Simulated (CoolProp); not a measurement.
R152A along the isotherm 287.5 K: density (kg/m³) from the reference equation and from simpler models built on Tc = 386.4 K, pc = 4517 kPa, ω = 0.275; each cubic takes its own stable root.

Values from CoolProp's reference Helmholtz-energy equation of state, Outcalt 1996. It is a modified Benedict-Webb-Rubin equation, recast in Helmholtz form.

```csv
p (kPa),phase,reference,Soave-Redlich-Kwong,Peng-Robinson
484,liquid,[?],766.3,[?]
968,liquid,927.4,768.2,870.5
1450,liquid,928.9,770.1,872.4
1940,liquid,930.4,772.0,874.3
2420,liquid,931.9,773.8,876.0
2900,liquid,933.3,[?],877.8
3390,liquid,934.7,777.4,879.5
3870,liquid,936.1,779.1,[?]
4360,liquid,937.5,780.8,882.9
4840,liquid,938.8,782.4,884.5
5320,liquid,940.2,784.0,886.1
5810,liquid,941.5,[?],887.7
6290,liquid,942.8,787.2,889.3
6780,liquid,944.1,788.8,890.8
```

What belongs in the gaps?


- 484, reference: 925.9
- 484, Peng-Robinson: 868.6
- 2900, Soave-Redlich-Kwong: 775.6
- 3870, Peng-Robinson: 881.2
- 5810, Soave-Redlich-Kwong: 785.7
